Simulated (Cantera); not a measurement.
Input (Python, Cantera) and output of one run.

```python
import numpy as np
import cantera as ct

gas_names = """
    B BH BH2 BH3 BN BO BO2 B2 B2O B2O2 B2O3 B3O3H3 H HBO HBO2 HNO HNO2 HNO3 HO2 H2 H2O H2O2 H3B3O6 N NH
    NH2 NH3 NH2OH NO NO2 NO3 N2 N2H2 N2H4 N2O O OH O2 O3
""".split()
cond_names = """
    B(b) B(L) BN(s) B2O3(L) B3O3H3(cr) H2O(s) H2O(L)
""".split()


# ... load() reads the species with a 1 bar reference pressure and builds the phases ...
atoms = {
    'B2H6': {'B': 2, 'H': 6},
    'O2': {'O': 2},
    'N2': {'N': 2},
}
top_T = {'BN(s)': 3200}  # K; cautious upper limits of use, not melting points


# ... equilibrate(T, P, feed) seeds the gas with the atoms and calls Mixture.equilibrate('TP', solver="vcs", rtol=1e-11, max_steps=5000) ...
results = []
feed = {'B2H6': 1, 'O2': 0.75, 'N2': 35}  # mol
P = 1000  # Pa
for T in [1300, 1400, 1500, 1600, 1700, 1800, 1900, 2000, 2100, 2200, 2300, 2400]:
    mix = equilibrate(T, P, feed)
    results.append((T, P, feed, dict(zip(mix.species_names, mix.species_moles))))

top = {s: max(r[3][s] / sum(r[3][g] for g in gas_names) for r in results) for s in gas_names}
cols = sorted((s for s in top if top[s] > 0.001), key=lambda s: -top[s])[:5]
seen = [c for c in cond_names if any(r[3].get(c, 0) > 1e-12 for r in results)]
print("log10 of partial pressures in bar; condensed amounts in mol")
print(f"{'T/K':>10s}" + "".join(f"{s[:9]:>10s}" for s in cols + seen))
for T, P, feed, n in results:
    ng = sum(n[g] for g in gas_names)
    print(f"{T:10.4g}" + "".join(f"{np.log10(max(n[s] / ng * P / 1e5, 1e-99)):10.3f}" for s in cols)
          + "".join(f"{n.get(c, 0):10.4g}" for c in seen))
```

Output:

```
log10 of partial pressures in bar; condensed amounts in mol
       T/K        N2        H2         H        BO       HBO      B(L)     BN(s)   B2O3(L)
      1300    -2.036    -3.099    -7.506    -9.422    -6.573         0     1.008     0.488
      1400    -2.037    -3.101    -6.864    -8.027    -5.748         0     1.015    0.4598
      1500    -2.038    -3.109    -6.309    -6.822    -5.039         0     1.024    0.3346
      1600    -2.042    -3.125    -5.827    -5.847    -4.501         0    0.9948         0
      1700    -2.043    -3.130    -5.397    -5.185    -4.219         0    0.8908         0
      1800    -2.044    -3.141    -5.016    -4.643    -4.018         0    0.7421         0
      1900    -2.046    -3.153    -4.677    -4.232    -3.912         0    0.5995         0
      2000    -2.048    -3.162    -4.370    -3.943    -3.897         0    0.5258         0
      2100    -2.050    -3.172    -4.093    -3.748    -3.949         0    0.5013         0
      2200    -2.053    -3.189    -3.844    -3.621    -4.051         0    0.4845         0
      2300    -2.056    -3.218    -3.623    -3.548    -4.193         0    0.4356         0
      2400    -2.061    -3.270    -3.433    -3.511    -4.365    0.3181         0         0
```

These are equilibrium values from Cantera (NASA tables, ideal gas, pure condensed phases), not measurements of a reactor. The feed counts by its element totals alone. N2 is the only nitrogen source here; it is nearly inert below about 1500 K, so the nitride shown seldom forms there in practice. Mutual solubility and eutectic melting of coexisting phases are not modelled. The tables' values for BH2 are old estimates; treat these amounts as uncertain.
